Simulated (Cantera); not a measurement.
Pyrogenic steam for wet oxidation

An isothermal, constant-pressure homogeneous reactor starts with 24.5 % H₂, 20.4 % O₂, 55.1 % N₂, equivalence ratio 0.60, at 1350 K and 0.380 bar.

Detailed kinetics in Cantera: GRI-Mech 3.0 (53 species, 325 reactions). The temperature is held fixed by assumption; the heat of reaction is taken as removed at once.

| t (s) | x H₂ | x O₂ | x HO₂ | x NO₂ | x H₂O₂ |
|---|---|---|---|---|---|
| 2.00e-6 | 0.245 | 0.204 | 3.27e-8 | <1e-12 | 5.92e-11 |
| 1.03e-5 | 0.245 | 0.204 | 1.87e-7 | <1e-12 | 1.57e-9 |
| 5.28e-5 | 0.0691 | 0.124 | 3.67e-5 | 6.91e-11 | 3.43e-6 |
| 0.000271 | 0.00555 | 0.0933 | 3.49e-5 | 6.54e-9 | 3.47e-6 |
| 0.00139 | 0.000156 | 0.0929 | 4.85e-6 | 8.26e-8 | 5.34e-7 |
| 0.00717 | 8.55e-6 | 0.0930 | 3.83e-7 | 1.00e-7 | 7.38e-8 |
| 0.0368 | 1.09e-6 | 0.0930 | 6.78e-8 | 5.61e-8 | 1.35e-8 |
| 0.189 | 3.35e-7 | 0.0930 | 4.24e-8 | 5.95e-8 | 4.57e-9 |
| 0.973 | 3.05e-7 | 0.0930 | 4.21e-8 | 6.22e-8 | 4.16e-9 |
| 5.00 | 3.05e-7 | 0.0930 | 4.21e-8 | 6.22e-8 | 4.16e-9 |
x: mole fraction; the columns are a selection and need not sum to one.

Equilibrium at this temperature and pressure: H₂ 3.05e-7, O₂ 0.0929, HO₂ 4.20e-8, NO₂ 1.18e-6, H₂O₂ 4.16e-9 (gas phase only).
